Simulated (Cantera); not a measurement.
Feed: 1 mol Cr, 8.8 mol N2O, 5.7 mol H2, equilibrated at 1.33 mbar.

Equilibrium computed with Cantera from the NASA thermochemical tables; the gas is ideal and each condensed phase is pure. Candidate condensed phases: Cr, CrN, Cr2N, Cr2O3, H2O; 29 gas species. Kinetics and transport are ignored. All values below are at 1327 °C.

Base state: N2 0.574, H2O 0.371, O2 0.0516, OH 0.00126, NO 0.000820, H2 0.000297, O 9.03e-5, H 2.57e-5 (mole fractions); condensed: Cr2O3(s).

What changes in the equilibrium state with this change: H2 from 5.7 to 10 mol?


```
species          before     after
-------------  --------  --------
N2                0.574     0.468
H2O               0.371     0.388
H2             0.000297     0.143
O2               0.0516   2.42e-7
NO             0.000820   1.60e-6
O               9.03e-5   1.95e-7
H               2.57e-5  0.000564
OH              0.00126   5.98e-5
Cr2O3(s), mol     0.500     0.500
```
